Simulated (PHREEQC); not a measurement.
# Brackish or sea water: speciation

Synthetic water in mmol/kgw, 38 °C, pH 6.4, pe 0.8:

```tsv
constituent	mmol/kgw
Na	198
K	0.147
Ca	4.65
Mg	24
Cl	195
S(6)	24.1
Alkalinity (meq/kgw)	0.0178
F	0.0787
```

Valence states are taken as typed.

Computed with PHREEQC (ion-association model, wateq4f.dat).

Each row changes one thing in this solution. Precipitation was switched off in this run.

```csv
case,ionic strength (mol/kgw),Mg+2 (mol/kgw),SO4-2 (mol/kgw),MgSO4 (mol/kgw),Ca+2 (mol/kgw),NaSO4- (mol/kgw),SI of Gypsum (CaSO4:2H2O),SI of Fluorite (CaF2)
as made,0.268,0.0180,0.0136,0.00598,0.00383,0.00367,-0.83,-1.40
pH from 6.4 to 7.4 at the same alkalinity,0.268,0.0180,0.0136,0.00598,0.00383,0.00367,-0.83,-1.40
S(6) from 24.1 to 48.2 mmol/kgw,0.291,0.0143,0.0295,0.00971,0.00324,0.00755,-0.59,-1.42
pH from 6.4 to 6.7 at the same alkalinity,0.268,0.0180,0.0136,0.00598,0.00383,0.00367,-0.83,-1.40
temperature from 38 to 20 °C at the same typed pH,0.273,0.0193,0.0149,0.00471,0.00384,0.00370,-0.77,-1.12
```

Complexes and solids missing from the database can't appear. At this temperature some constants are extrapolated from 25 °C, and those without enthalpy data are left unchanged.
